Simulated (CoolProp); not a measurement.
A simple Rankine cycle with R365MFC: condensing at 310.15 K, boiler at 0.299 MPa, turbine inlet 497.3 K, turbine efficiency 0.7, pump efficiency 0.6, no recuperator. Each further row changes one setting.

Model: reference Helmholtz-energy equation of state, Lemmon 2016, in CoolProp.

| case | thermal efficiency (%) | net work (kJ/kg) | heat in (kJ/kg) | turbine exit temperature (K) | volume ratio over the turbine |
|---|---|---|---|---|---|
| as stated | 5.4 | 22.1 | 408 | 478.8 | 3.25 |
| condensing temperature 302.15 K | 6.6 | 27.7 | 419 | 474.4 | 4.37 |
| boiler pressure 0.209 MPa | 3.8 | 15.8 | 409 | 484.4 | 2.28 |
| turbine efficiency 0.6 | 4.6 | 18.9 | 408 | 481.3 | 3.27 |
